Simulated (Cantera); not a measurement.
A perfectly stirred reactor is fed with CH₄ : H₂ : O₂ : N₂ = 1 : 0.35 : 3.57 : 13.4 (molar parts), equivalence ratio 0.61, at 9.87 atm; it is adiabatic with a 700 K inlet, and is followed from long to short residence time, starting on the burning branch (τ in s: 0.31, 0.15, 0.07, 0.033, 0.016, 0.0075, 0.0036, 0.0017, 0.0008, 0.00038, 0.00018, 8.6e-05).

Detailed kinetics in Cantera: GRI-Mech 3.0 (53 species, 325 reactions).

Problem. What does this change do: H2 0.35 to 0.55 parts?

Solution. 
| quantity | before | after |
|---|---|---|
| blow-out, bracketed by the residence times tried | burning at 86.0 µs, the shortest tried | burning at 86.0 µs, the shortest tried |
| x(CH₄) at τ = 0.310 s | 3.42e-7 | 2.49e-7 |
| x(H₂) at τ = 0.310 s | 4.90e-5 | 8.08e-5 |
| x(O₂) at τ = 0.310 s | 0.0760 | 0.0696 |
| x(CO) at τ = 0.310 s | 0.000101 | 0.000156 |
| x(NO) at τ = 0.310 s | 0.00118 | 0.00210 |
| x(CH₄) at τ = 3.60 ms | 2.08e-5 | 1.63e-5 |
| x(H₂) at τ = 3.60 ms | 0.000121 | 0.000162 |
| x(O₂) at τ = 3.60 ms | 0.0768 | 0.0707 |
| x(CO) at τ = 3.60 ms | 0.000512 | 0.000523 |
| x(NO) at τ = 3.60 ms | 4.08e-5 | 7.47e-5 |

Problem. What does this change do: N2 13.4 to 20 parts?

Solution. 
```json
[
 {"quantity": "blow-out, bracketed by the residence times tried", "before": "burning at 86.0 µs, the shortest tried", "after": "burning at 0.380 ms, out at 0.180 ms"},
 {"quantity": "x(CH₄) at τ = 0.310 s", "before": "3.42e-7", "after": "2.22e-6"},
 {"quantity": "x(H₂) at τ = 0.310 s", "before": "4.90e-5", "after": "5.89e-6"},
 {"quantity": "x(O₂) at τ = 0.310 s", "before": "0.0760", "after": "0.0563"},
 {"quantity": "x(CO) at τ = 0.310 s", "before": "0.000101", "after": "2.80e-5"},
 {"quantity": "x(NO) at τ = 0.310 s", "before": "0.00118", "after": "7.95e-6"},
 {"quantity": "x(CH₄) at τ = 3.60 ms", "before": "2.08e-5", "after": "6.21e-5"},
 {"quantity": "x(H₂) at τ = 3.60 ms", "before": "0.000121", "after": "0.000103"},
 {"quantity": "x(O₂) at τ = 3.60 ms", "before": "0.0768", "after": "0.0568"},
 {"quantity": "x(CO) at τ = 3.60 ms", "before": "0.000512", "after": "0.000809"},
 {"quantity": "x(NO) at τ = 3.60 ms", "before": "4.08e-5", "after": "3.30e-6"}
]
```

Problem. What does this change do: pressure from 9.87 atm to 0.247 atm?

Solution. 
| quantity | before | after |
|---|---|---|
| blow-out, bracketed by the residence times tried | burning at 86.0 µs, the shortest tried | burning at 0.180 ms, out at 86.0 µs |
| x(CH₄) at τ = 0.310 s | 3.42e-7 | 3.17e-6 |
| x(H₂) at τ = 0.310 s | 4.90e-5 | 0.000527 |
| x(O₂) at τ = 0.310 s | 0.0760 | 0.0762 |
| x(CO) at τ = 0.310 s | 0.000101 | 0.00107 |
| x(NO) at τ = 0.310 s | 0.00118 | 0.000309 |
| x(CH₄) at τ = 3.60 ms | 2.08e-5 | 7.08e-5 |
| x(H₂) at τ = 3.60 ms | 0.000121 | 0.00449 |
| x(O₂) at τ = 3.60 ms | 0.0768 | 0.0783 |
| x(CO) at τ = 3.60 ms | 0.000512 | 0.00851 |
| x(NO) at τ = 3.60 ms | 4.08e-5 | 2.10e-5 |
